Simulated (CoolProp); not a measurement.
Vapour-liquid equilibrium of R134a (1) + R245fa (2) at 0.0205 MPa; x and y are mole fractions of (1).

Model: multi-fluid Helmholtz-energy mixture model, Tillner-Roth 1994 and Akasaka 2015; pair parameters Akasaka 2014, in CoolProp.

### Question
Give the bubble temperature and the first vapour's composition at x = 0.15, 0.55, 0.95. Is there an azeotrope?

### Answer
x = 0.15: 241.7 K, y = 0.577; x = 0.55: 225.9 K, y = 0.920; x = 0.95: 217.9 K, y = 0.995. No azeotrope shows between x = 0.05 and 0.95.

Pair parameters are fitted to limited data, so mixtures are less certain than the pure fluids.
